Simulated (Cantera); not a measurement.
Stirred combustor or abatement burner

A perfectly stirred reactor is fed with 3.08 % CH4, 0.523 % C2H6, 0.145 % C3H8, 20.2 % O2, 76.0 % N2, equivalence ratio 0.43, at 6.20 bar; it is adiabatic with a 373 K inlet, and is followed from long to short residence time, starting on the burning branch (τ in s: 0.026, 0.013, 0.0063, 0.0031, 0.0015, 0.00074, 0.00037, 0.00018, 8.8e-05, 4.3e-05, 2.1e-05, 1e-05).

Detailed kinetics in Cantera: GRI-Mech 3.0 (53 species, 325 reactions).

```json
[
 {"τ (s)": "0.026", "T (K)": "1384", "x CH4": "0.000191", "x C2H6": "8.90e-6", "x C3H8": "2.39e-6", "x NO": "1.43e-7", "x C2H": "1.33e-11", "x HCN": "7.63e-10", "x CO2": "0.0426"},
 {"τ (s)": "0.013", "T (K)": "1351", "x CH4": "0.000459", "x C2H6": "2.20e-5", "x C3H8": "5.64e-6", "x NO": "6.39e-8", "x C2H": "1.14e-11", "x HCN": "4.27e-10", "x CO2": "0.0391"},
 {"τ (s)": "0.0063", "T (K)": "373", "x CH4": "0.0308", "x C2H6": "0.00523", "x C3H8": "0.00145", "x NO": "<1e-12", "x C2H": "<1e-12", "x HCN": "<1e-12", "x CO2": "<1e-12"},
 {"τ (s)": "0.0031", "T (K)": "373", "x CH4": "0.0308", "x C2H6": "0.00523", "x C3H8": "0.00145", "x NO": "<1e-12", "x C2H": "<1e-12", "x HCN": "<1e-12", "x CO2": "<1e-12"},
 {"τ (s)": "0.0015", "T (K)": "373", "x CH4": "0.0308", "x C2H6": "0.00523", "x C3H8": "0.00145", "x NO": "<1e-12", "x C2H": "<1e-12", "x HCN": "<1e-12", "x CO2": "<1e-12"},
 {"τ (s)": "0.00074", "T (K)": "373", "x CH4": "0.0308", "x C2H6": "0.00523", "x C3H8": "0.00145", "x NO": "<1e-12", "x C2H": "<1e-12", "x HCN": "<1e-12", "x CO2": "<1e-12"},
 {"τ (s)": "0.00037", "T (K)": "373", "x CH4": "0.0308", "x C2H6": "0.00523", "x C3H8": "0.00145", "x NO": "<1e-12", "x C2H": "<1e-12", "x HCN": "<1e-12", "x CO2": "<1e-12"},
 {"τ (s)": "0.00018", "T (K)": "373", "x CH4": "0.0308", "x C2H6": "0.00523", "x C3H8": "0.00145", "x NO": "<1e-12", "x C2H": "<1e-12", "x HCN": "<1e-12", "x CO2": "<1e-12"},
 {"τ (s)": "8.8e-5", "T (K)": "373", "x CH4": "0.0308", "x C2H6": "0.00523", "x C3H8": "0.00145", "x NO": "<1e-12", "x C2H": "<1e-12", "x HCN": "<1e-12", "x CO2": "<1e-12"},
 {"τ (s)": "4.3e-5", "T (K)": "373", "x CH4": "0.0308", "x C2H6": "0.00523", "x C3H8": "0.00145", "x NO": "<1e-12", "x C2H": "<1e-12", "x HCN": "<1e-12", "x CO2": "<1e-12"},
 {"τ (s)": "2.1e-5", "T (K)": "373", "x CH4": "0.0308", "x C2H6": "0.00523", "x C3H8": "0.00145", "x NO": "<1e-12", "x C2H": "<1e-12", "x HCN": "<1e-12", "x CO2": "<1e-12"},
 {"τ (s)": "1.0e-5", "T (K)": "373", "x CH4": "0.0308", "x C2H6": "0.00523", "x C3H8": "0.00145", "x NO": "<1e-12", "x C2H": "<1e-12", "x HCN": "<1e-12", "x CO2": "<1e-12"}
]
```
x: mole fraction; the columns are a selection and need not sum to one.
